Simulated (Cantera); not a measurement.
A closed system holds: 1 mol Pb, 0.31 mol O2, 0.91 mol N2, held at 775 K and 26.0 Pa.

Cantera equilibrium calculation (NASA polynomials, part measured and part estimated; ideal gas, pure solids and liquids). Candidate condensed phases: Pb, PbO, PbO2, Pb3O4; 12 gas species. The numbers say what is thermodynamically allowed, not how fast it happens.

Base state: N2 1.000, Pb 9.57e-5 (mole fractions); condensed: Pb(l) + PbO(yellow).

Question: What changes in the equilibrium state with this change: temperature from 775 K to 1398 K?

Answer: 
| species | before | after |
|---|---|---|
| N2 | 1.000 | 0.464 |
| PbO | 6.90e-8 | 0.266 |
| Pb | 9.57e-5 | 0.245 |
| O2 | <1e-9 | 0.0253 |
| NO | <1e-9 | 0.000191 |
| Pb(l), mol | 0.380 | 0 |
| PbO(yellow), mol | 0.620 | 0 |

Question: What changes in the equilibrium state with this change: temperature from 775 K to 1175 K?

Answer: 
```
species            before     after
----------------  -------  --------
N2                  1.000     0.596
Pb                9.57e-5     0.249
PbO               6.90e-8     0.155
O2                  <1e-9  0.000135
Pb(l), mol          0.380         0
PbO(yellow), mol    0.620         0
PbO(l), mol             0     0.383
```
